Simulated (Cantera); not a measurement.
Adiabatic ignition

An adiabatic, constant-pressure homogeneous reactor starts with CH4 : O2 : N2 = 1 : 2.5 : 9.4 (molar parts), at 1498 K and 1.01 bar.

Cantera simulation using GRI-Mech 3.0 (53 species, 325 reactions); the numbers are that mechanism's predictions, not measurements.

```
t (s)     T (K)   x CH4    x O2     x N2O     x CO2    x CH2O
--------  -----  ------  ------  --------  --------  --------
2.00e-6    1498  0.0775   0.194    <1e-12    <1e-12   1.18e-9
4.11e-6    1498  0.0775   0.194    <1e-12    <1e-12   5.54e-9
8.46e-6    1498  0.0775   0.194  1.17e-12  1.76e-12   2.55e-8
1.74e-5    1498  0.0775   0.194  4.16e-12  1.20e-11   1.17e-7
3.58e-5    1498  0.0775   0.194  1.56e-11  1.00e-10   5.62e-7
7.37e-5    1498  0.0775   0.194  5.80e-11   1.08e-9   2.94e-6
0.000152   1498  0.0775   0.194  1.99e-10   1.58e-8   1.76e-5
0.000312   1498  0.0772   0.194  6.02e-10   3.02e-7  0.000114
0.000641   1505  0.0755   0.193   2.48e-9   6.21e-6  0.000704
0.00132    2606  <1e-12  0.0469   4.18e-7    0.0501  7.90e-11
0.00271    2668  <1e-12  0.0435   5.83e-7    0.0537  7.14e-11
0.00558    2662  <1e-12  0.0413   6.24e-7    0.0537  7.14e-11
0.0115     2659  <1e-12  0.0403   6.53e-7    0.0538  7.15e-11
0.0236     2659  <1e-12  0.0402   6.57e-7    0.0538  7.15e-11
0.0486     2659  <1e-12  0.0402   6.57e-7    0.0538  7.15e-11
0.100      2659  <1e-12  0.0402   6.57e-7    0.0538  7.15e-11
```
x: mole fraction; the columns are a selection and need not sum to one.

```
Item                                                                 Value
---------------------------------  ---------------------------------------
time of steepest temperature rise                                  1.10 ms
temperature at 0.100 s                                              2659 K
equilibrium temperature                                             2659 K
x(CH4) at 0.100 s                    <1e-12 (gas-phase equilibrium <1e-12)
x(O2) at 0.100 s                     0.0402 (gas-phase equilibrium 0.0402)
x(N2O) at 0.100 s                  6.57e-7 (gas-phase equilibrium 6.57e-7)
```
